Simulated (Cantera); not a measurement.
A closed system holds: 1 mol Si₃N₄, 0.0014 mol H₂O, a varied amount of H₂, held at 1.33 mbar.

Method: chemical equilibrium by Gibbs-energy minimisation in Cantera with the NASA 1993 tables (ideal gas, pure condensed phases). Candidate condensed phases: H₂O, Si, SiO₂, Si₂N₂O, Si₃N₄; 35 gas species. Mutual solubility and eutectic melting of coexisting phases are not modelled. Rates play no part.

Stable condensed phases, one row left out:

```
T in K \ n(H₂) in mol
          89 100 120 140 170 200 230 270 310 370 430
   1450    A   A   A   A   B   B   B   B   B   B   B
   1350    C   C   C   A   A   A   A   A   A   A   A
   1300    C   C   C   C   C   C   C   C   C   C   C
   1250    C   C   C   C   C   C   C   C   C   C   C
   1200    C   C   C   C   C   C   C   C   C   C   C
   1150    D   D   D   D   C   C   C   C   C   C   C
   1100    D   D   D   D   D   D   D   D   D   D   D
   1050    D   D   D   D   D   D   D   D   D   D   D
```

A: Si + Si₃N₄; B: Si; C: Si + Si₂N₂O + Si₃N₄; D: Si₂N₂O + Si₃N₄.

**Question.** Give the row for 1400 K.

**Answer.** 89: Si + Si₃N₄; 100: Si + Si₃N₄; 120: Si + Si₃N₄; 140: Si + Si₃N₄; 170: Si + Si₃N₄; 200: Si + Si₃N₄; 230: Si + Si₃N₄; 270: Si + Si₃N₄; 310: Si + Si₃N₄; 370: Si + Si₃N₄; 430: Si + Si₃N₄.
